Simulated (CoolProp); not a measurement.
Computed with CoolProp (reference Helmholtz-energy equation of state, Span 2000).

Q: Give the vapour pressure (kPa), vapour density (kg/m³), liquid cp (kJ/(kg K)), liquid viscosity (µPa s) of saturated nitrogen at 91.2, 95.6, 104.3 K.

A: 
| T (K) | p (kPa) | vapour density (kg/m³) | liquid cp (kJ/(kg K)) | liquid viscosity (µPa s) |
|---|---|---|---|---|
| 91.2 | 399 | 16.6 | 2.16 | 99.0 |
| 95.6 | 566 | 23.3 | 2.22 | 86.4 |
| 104.3 | 1040 | 42.9 | 2.45 | 66.7 |

Viscosity comes from a separate model (Lemmon 2004).
